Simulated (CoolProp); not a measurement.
Vapour-liquid equilibrium of ethane (1) + n-butane (2) at -36.55 °C; x and y are mole fractions of (1).

Model: multi-fluid Helmholtz-energy mixture model, Bücker 2006 and Bücker 2006; pair parameters Kunz 2012, in CoolProp.

```tsv
x	bubble pressure (kPa)	y at the bubble point	dew pressure at overall composition x (kPa)	liquid density (mol/L)
0.05	58.06	0.663	?	11.18
0.2	177.7	?	?	11.81
0.35	302.5	0.950	?	?
0.5	428.9	0.971	39.78	?
0.65	555.3	0.983	56.03	13.92
0.8	683.5	0.991	94.65	14.68
0.95	819.7	0.998	301.7	15.43
```

Question: Some entries are withheld; supply them.

Answer: 
- 0.05, dew pressure at overall composition x (kPa): 21.25
- 0.2, y at the bubble point: 0.902
- 0.2, dew pressure at overall composition x (kPa): 25.16
- 0.35, dew pressure at overall composition x (kPa): 30.83
- 0.35, liquid density (mol/L): 12.47
- 0.5, liquid density (mol/L): 13.18

No azeotrope shows between x = 0.05 and 0.95.

The pair parameters rest on a limited set of measurements; away from them the model extrapolates.
